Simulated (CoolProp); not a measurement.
A simple Rankine cycle with n-pentane: condensing at 294.15 K, boiler at 2.21 MPa, turbine inlet 592.6 K, turbine efficiency 0.65, pump efficiency 0.8, no recuperator. Each further row changes one setting.

The numbers come from the reference Helmholtz-energy equation of state, Thol 2019 in CoolProp.

```csv
case,thermal efficiency (%),net work (kJ/kg),heat in (kJ/kg),turbine exit temperature (K),volume ratio over the turbine
as stated,[?],139,1020,531.3,37.3
turbine inlet 612.6 K,13.4,145,1080,551.5,37.0
condensing temperature 286.15 K,[?],151,1040,526.8,50.9
boiler pressure 1.55 MPa,12.5,129,1030,538.8,25.7
turbine efficiency 0.55,11.4,117,1020,539.6,[?]
```

Fill in the missing entries.


- as stated, thermal efficiency (%): 13.6
- condensing temperature 286.15 K, thermal efficiency (%): 14.5
- turbine efficiency 0.55, volume ratio over the turbine: 37.9
